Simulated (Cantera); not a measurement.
A perfectly stirred reactor is fed with C3H8 : O2 : N2 = 1 : 11.4 : 55 (molar parts), equivalence ratio 0.44, at 12000 Torr; it is adiabatic with a 575 K inlet, and is followed from long to short residence time, starting on the burning branch (τ in s: 0.4, 0.098, 0.024, 0.0057, 0.0014, 0.00033, 8.1e-05, 1.9e-05, 4.7e-06).

Cantera simulation using GRI-Mech 3.0 (53 species, 325 reactions); the numbers are that mechanism's predictions, not measurements. GRI-Mech 3.0 was tuned for natural gas; its chemistry of propane as a main component is partial and can be far from experiment. The pressure lies above the range GRI-Mech 3.0 was tuned for (to about 10 atm).

### Question
Predict: blow-out, bracketed by the residence times tried; x(C3H8) at τ = 0.400 s; x(O2) at τ = 0.400 s; x(CH2CO) at τ = 0.400 s; x(CO) at τ = 0.400 s; x(CH3) at τ = 0.400 s; x(C3H8) at τ = 1.40 ms; x(O2) at τ = 1.40 ms.

### Answer
| Property | Value |
|---|---|
| blow-out, bracketed by the residence times tried | burning at 5.70 ms, out at 1.40 ms |
| x(C3H8) at τ = 0.400 s | 1.03e-6 |
| x(O2) at τ = 0.400 s | 0.0936 |
| x(CH2CO) at τ = 0.400 s | 1.86e-6 |
| x(CO) at τ = 0.400 s | 0.000103 |
| x(CH3) at τ = 0.400 s | 2.78e-7 |
| x(C3H8) at τ = 1.40 ms | 0.0148 |
| x(O2) at τ = 1.40 ms | 0.169 |
